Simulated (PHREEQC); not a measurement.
A solution holds 0.0039 mol/kgw K2CO3, at 18 °C. Closed to the air; pH follows from the charge balance.

All values are PHREEQC results (Pitzer model, pitzer.dat), not measurements.

```csv
quantity,before,after
pH,10.99,10.46
ionic strength (mol/kgw),0.0111,0.000997
CO3-2 (mol/kgw),0.00327,0.000217
HCO3- (mol/kgw),0.000629,0.000173
```

Question: What was changed between the two runs?
(A) K2CO3 from 0.0039 to 0.00195 mol/kgw
(B) diluted 5-fold with water
(C) K2CO3 from 0.0039 to 0.00039 mol/kgw

Answer: C, K2CO3 from 0.0039 to 0.00039 mol/kgw

This is a speciation only: nothing precipitates in the calculation.
